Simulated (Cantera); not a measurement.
Cantera run:

```python
import numpy as np
import cantera as ct

gas_names = """
    B BCL BCL2 BCL3 BN BO BOCL BO2 B2 B2O B2O2 B2O3 B3O3CL3 CL CLO CL2 N NO NO2 NO3 N2 N2O O O2 O3
""".split()
cond_names = """
    B(b) B(L) BN(s) B2O3(L)
""".split()


# ... load() reads the species with a 1 bar reference pressure and builds the phases ...
atoms = {
    'B2O3': {'B': 2, 'O': 3},
    'BCl3': {'B': 1, 'CL': 3},
    'N2': {'N': 2},
}
top_T = {'BN(s)': 3200}  # K; cautious upper limits of use, not melting points


# ... equilibrate(T, P, feed) seeds the gas with the atoms and calls Mixture.equilibrate('TP', solver="vcs", rtol=1e-11, max_steps=5000) ...
results = []
P = 13332.2  # Pa
for T in [998, 1073, 1148, 1223, 1298, 1373, 1448, 1523, 1598]:
    for m in [4.4, 15, 25, 35, 45, 55, 66, 76, 86, 96]:
        feed = {'B2O3': 1, 'BCl3': 5.5, 'N2': m}  # mol
        mix = equilibrate(T, P, feed)
        results.append((T, P, feed, dict(zip(mix.species_names, mix.species_moles))))

for T, P, feed, n in results:
    print(f"{T:7g} {feed['N2']:10.4g}  " + (" + ".join(c for c in cond_names if n.get(c, 0) > 1e-12) or "gas only"))
```

It prints:

```
    998        4.4  BN(s) + B2O3(L)
    998         15  BN(s) + B2O3(L)
    998         25  BN(s) + B2O3(L)
    998         35  BN(s) + B2O3(L)
    998         45  BN(s) + B2O3(L)
    998         55  BN(s) + B2O3(L)
    998         66  BN(s) + B2O3(L)
    998         76  BN(s) + B2O3(L)
    998         86  BN(s) + B2O3(L)
    998         96  BN(s) + B2O3(L)
   1073        4.4  BN(s)
   1073         15  BN(s)
   1073         25  BN(s)
   1073         35  BN(s)
   1073         45  BN(s)
   1073         55  BN(s)
   1073         66  BN(s)
   1073         76  BN(s)
   1073         86  BN(s)
   1073         96  BN(s)
   1148        4.4  BN(s)
   1148         15  BN(s)
   1148         25  BN(s)
   1148         35  BN(s)
   1148         45  BN(s)
   1148         55  BN(s)
   1148         66  BN(s)
   1148         76  BN(s)
   1148         86  BN(s)
   1148         96  BN(s)
   1223        4.4  BN(s)
   1223         15  BN(s)
   1223         25  BN(s)
   1223         35  BN(s)
   1223         45  BN(s)
   1223         55  BN(s)
   1223         66  BN(s)
   1223         76  BN(s)
   1223         86  BN(s)
   1223         96  BN(s)
   1298        4.4  BN(s)
   1298         15  BN(s)
   1298         25  BN(s)
   1298         35  BN(s)
   1298         45  BN(s)
   1298         55  BN(s)
   1298         66  BN(s)
   1298         76  BN(s)
   1298         86  BN(s)
   1298         96  BN(s)
   1373        4.4  BN(s)
   1373         15  BN(s)
   1373         25  BN(s)
   1373         35  BN(s)
   1373         45  BN(s)
   1373         55  BN(s)
   1373         66  BN(s)
   1373         76  BN(s)
   1373         86  BN(s)
   1373         96  BN(s)
   1448        4.4  BN(s)
   1448         15  BN(s)
   1448         25  BN(s)
   1448         35  BN(s)
   1448         45  BN(s)
   1448         55  BN(s)
   1448         66  BN(s)
   1448         76  BN(s)
   1448         86  BN(s)
   1448         96  BN(s)
   1523        4.4  BN(s)
   1523         15  BN(s)
   1523         25  BN(s)
   1523         35  BN(s)
   1523         45  BN(s)
   1523         55  BN(s)
   1523         66  BN(s)
   1523         76  BN(s)
   1523         86  BN(s)
   1523         96  BN(s)
   1598        4.4  BN(s)
   1598         15  BN(s)
   1598         25  BN(s)
   1598         35  BN(s)
   1598         45  BN(s)
   1598         55  BN(s)
   1598         66  BN(s)
   1598         76  BN(s)
   1598         86  BN(s)
   1598         96  BN(s)
```

Method: chemical equilibrium by Gibbs-energy minimisation in Cantera with the NASA 1993 tables (ideal gas, pure condensed phases). N2 is the only nitrogen source here; it is nearly inert below about 1500 K, so the nitride shown seldom forms there in practice. The tables' values for BCl2 are old estimates.
